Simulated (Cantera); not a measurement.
Charge: 1 mol NaI, 1.7 mol H2, equilibrated at 1200 °C and 14.3 Torr.

Equilibrium computed with Cantera from the NASA thermochemical tables; the gas is ideal and each condensed phase is pure. Candidate condensed phases: I2, Na, NaI; 9 gas species. Gases not in the tables: NaBr and NaI dimers. Rates play no part.

Base state: H2 0.626, NaI 0.364, Na 0.00455, I 0.00323, HI 0.00132, H 7.26e-5 (mole fractions); condensed: gas only.

What changes in the equilibrium state with this change: pressure from 14.3 Torr to 100 Torr?


```csv
species,before,after
H2,0.626,0.628
NaI,0.364,0.368
Na,0.00455,0.00210
I,0.00323,0.00101
H,7.26e-5,2.75e-5
HI,0.00132,0.00110
```
